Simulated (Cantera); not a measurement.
Feed: 1 mol C2H4, 0.47 mol H2O, 51 mol H2, held at 575 °C.

Method: chemical equilibrium by Gibbs-energy minimisation in Cantera with the NASA 1993 tables (ideal gas, pure condensed phases). Candidate condensed phases: C, C6H6, C7H8, C8H18, H2O; 110 gas species. The ideal-gas law is rough above about 30 bar. Kinetics and transport are ignored.

Task: At 75000 Torr, list the 3 most abundant gas species with their mole fractions, and the condensed phases.

Result: H2 0.952, CH4 0.0389, H2O 0.00913. Condensed: gas only.
